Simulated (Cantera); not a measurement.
Feed: 1 mol SiC, 0.016 mol H2, 0.016 mol Si, at 0.100 bar.

Equilibrium computed with Cantera from the NASA thermochemical tables; the gas is ideal and each condensed phase is pure. Candidate condensed phases: C, C6H6, C7H8, C8H18, Si, SiC; 87 gas species. Mutual solubility and eutectic melting of coexisting phases are not modelled. Gases not in the tables: Si2H6 and higher silanes. Kinetics and transport are ignored.

At 1550 °C, list the 4 most abundant gas species with their mole fractions, and the condensed phases.

H2 0.999, H 0.00137, Si 4.42e-5, SiH2 3.51e-5. Condensed: Si(l) + SiC(s).
